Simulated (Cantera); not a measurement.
Cantera run:

```python
import numpy as np
import cantera as ct

gas_names = """
    AL ALCL ALCL2 ALCL3 ALO ALOCL ALO2 AL2 AL2CL6 AL2O AL2O2 CL CLO CL2 O O2 O3
""".split()
cond_names = """
    AL(cr) AL(L) ALCL3(s) ALCL3(L) AL2O3(a) AL2O3(L)
""".split()


def load(file, names, dense=False):
    # The tables refer to 1 bar. Condensed volumes are neglected.
    table = {s.name: s for s in ct.Species.list_from_file(file)}
    out = []
    for n in names:
        d = dict(table[n].input_data)
        d["thermo"] = dict(d["thermo"], **{"reference-pressure": 1e5})
        if dense:
            d["equation-of-state"] = {"model": "constant-volume", "density": "1e6 g/cm^3"}
        out.append(ct.Species.from_dict(d))
    return out


gas = ct.Solution(thermo="ideal-gas", species=load("nasa_gas.yaml", gas_names))
cond = {s.name: ct.Solution(thermo="fixed-stoichiometry", species=[s], name=s.name)
        for s in load("nasa_condensed.yaml", cond_names, dense=True)}
atoms = {
    'Al2O3': {'AL': 2, 'O': 3},
    'Cl2': {'CL': 2},
    'O2': {'O': 2},
}
top_T = {}  # K; cautious upper limits of use, not melting points


def equilibrate(T, P, feed):
    n = {}
    for name, mol in feed.items():
        for a, k in atoms[name].items():
            n[a] = n.get(a, 0.0) + k * mol
    gas.TPX = T, P, n
    mass = sum(n.values()) * gas.mean_molecular_weight
    gas.equilibrate("TP")
    valid = [c for c in cond.values() if c.min_temp <= T <= top_T.get(c.name, c.max_temp)]
    mix = ct.Mixture([(gas, mass / gas.mean_molecular_weight)] + [(c, 0.0) for c in valid])
    mix.T, mix.P = T, P
    mix.equilibrate("TP", solver="vcs", rtol=1e-11, max_steps=5000)
    return mix


results = []
feed = {'Al2O3': 1, 'Cl2': 1.1, 'O2': 1.1}  # mol
P = 1333.22  # Pa
for T in [998, 1073, 1148, 1223, 1298, 1373, 1448, 1523, 1598, 1673, 1748]:
    mix = equilibrate(T, P, feed)
    results.append((T, P, feed, dict(zip(mix.species_names, mix.species_moles))))
    x = sorted(zip(gas.X, gas.species_names), reverse=True)
    print(f"T = {T:g} K  P = {P:g} Pa  gas = {mix.phase_moles(0):.4g} mol")
    print("   x: " + "  ".join(f"{s} {v:.3e}" for v, s in x if v > 1e-06))
    print("   condensed (mol): " + ("  ".join(f"{mix.phase(i).name} {mix.phase_moles(i):.4g}"
          for i in range(1, mix.n_phases) if mix.phase_moles(i) > 1e-12) or "none"))
```

Output:

```
T = 998 K  P = 1333.22 Pa  gas = 2.203 mol
   x: O2 4.994e-01  CL2 4.983e-01  CL 2.305e-03  CLO 1.176e-05
   condensed (mol): AL2O3(a) 1
T = 1073 K  P = 1333.22 Pa  gas = 2.207 mol
   x: O2 4.983e-01  CL2 4.951e-01  CL 6.553e-03  CLO 2.760e-05
   condensed (mol): AL2O3(a) 1
T = 1148 K  P = 1333.22 Pa  gas = 2.218 mol
   x: O2 4.959e-01  CL2 4.878e-01  CL 1.621e-02  CLO 5.760e-05  ALCL3 1.680e-06
   condensed (mol): AL2O3(a) 1
T = 1223 K  P = 1333.22 Pa  gas = 2.24 mol
   x: O2 4.910e-01  CL2 4.732e-01  CL 3.564e-02  CLO 1.086e-04  ALCL3 7.880e-06
   condensed (mol): AL2O3(a) 1
T = 1298 K  P = 1333.22 Pa  gas = 2.28 mol
   x: O2 4.823e-01  CL2 4.469e-01  CL 7.055e-02  CLO 1.867e-04  ALCL3 2.961e-05  O 1.026e-06
   condensed (mol): AL2O3(a) 1
T = 1373 K  P = 1333.22 Pa  gas = 2.349 mol
   x: O2 4.682e-01  CL2 4.047e-01  CL 1.267e-01  CLO 2.934e-04  ALCL3 9.002e-05  O 3.652e-06
   condensed (mol): AL2O3(a) 0.9999
T = 1448 K  P = 1333.22 Pa  gas = 2.454 mol
   x: O2 4.483e-01  CL2 3.444e-01  CL 2.067e-01  CLO 4.207e-04  ALCL3 2.208e-04  O 1.131e-05
   condensed (mol): AL2O3(a) 0.9997
T = 1523 K  P = 1333.22 Pa  gas = 2.598 mol
   x: O2 4.235e-01  CL 3.060e-01  CL2 2.695e-01  CLO 5.492e-04  ALCL3 4.307e-04  O 3.109e-05
   condensed (mol): AL2O3(a) 0.9994
T = 1598 K  P = 1333.22 Pa  gas = 2.769 mol
   x: CL 4.106e-01  O2 3.974e-01  CL2 1.906e-01  ALCL3 6.587e-04  CLO 6.532e-04  O 7.731e-05
   condensed (mol): AL2O3(a) 0.9991
T = 1673 K  P = 1333.22 Pa  gas = 2.939 mol
   x: CL 5.022e-01  O2 3.744e-01  CL2 1.216e-01  ALCL3 7.914e-04  CLO 7.149e-04  O 1.771e-04
   condensed (mol): AL2O3(a) 0.9988
T = 1748 K  P = 1333.22 Pa  gas = 3.076 mol
   x: CL 5.690e-01  O2 3.576e-01  CL2 7.154e-02  ALCL3 7.745e-04  CLO 7.343e-04  O 3.797e-04  ALOCL 3.024e-06
   condensed (mol): AL2O3(a) 0.9988
```

Equilibrium computed with Cantera from the NASA thermochemical tables; the gas is ideal and each condensed phase is pure. Condensed phases not in the tables: AlOCl.
